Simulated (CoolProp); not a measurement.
Vapour-liquid equilibrium of ethylene (1) + n-perfluorobutane (2) at 241.1 K; x and y are mole fractions of (1).

Computed with CoolProp (multi-fluid Helmholtz-energy mixture model, Smukala 2000 and Gao 2022; pair parameters Bell 2016).

Give the bubble pressure and the first vapour's composition at x = 0.125, 0.35, 0.5. Is there an azeotrope?

x = 0.125: 5.000 bar, y = 0.947; x = 0.35: 11.43 bar, y = 0.974; x = 0.5: 12.97 bar, y = 0.977. No azeotrope shows between x = 0.05 and 0.95.

Pair parameters are fitted to limited data, so mixtures are less certain than the pure fluids. The gap from Raoult's law changes sign with composition, which may be real or a fault of the pair parameters; it wasn't checked against measurements. With so large a gap from Raoult's law the liquid may split in two, which this calculation doesn't test in full.
